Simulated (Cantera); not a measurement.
Boron, boron nitride and boron oxide: B2O3 + H2

Charge: 1 mol B2O3, a varied amount of H2, held at 1752 °C and 0.100 bar.

These are equilibrium values from Cantera (NASA tables, ideal gas, pure condensed phases), not measurements of a reactor. Candidate condensed phases: B, B2O3, B3O3H3, H2O; 23 gas species. Equilibrium is a limit: real reactors are often held back by kinetics, nucleation or transport.

```
n(H2) (mol)  log p H2  log p HBO  log p HBO2  log p B2O3
-----------  --------  ---------  ----------  ----------
17              -1.05      -2.49       -2.51       -2.71
29              -1.03      -2.63       -2.71       -3.05
41              -1.02      -2.72       -2.85       -3.29
54              -1.02      -2.80       -2.96       -3.49
66              -1.02      -2.85       -3.05       -3.64
78              -1.01      -2.90       -3.13       -3.77
90              -1.01      -2.95       -3.20       -3.88
100             -1.01      -2.98       -3.25       -3.97
110             -1.01      -3.01       -3.30       -4.04
130             -1.01      -3.06       -3.38       -4.18
140             -1.01      -3.09       -3.42       -4.25
150             -1.01      -3.11       -3.46       -4.31
```
log p: log10 of the partial pressure in bar; nothing condenses.

From 17 mol H2 to 150 mol H2 nothing is condensed. The main B-bearing gas is B2O3 at 17 mol H2 and HBO at 150 mol H2.
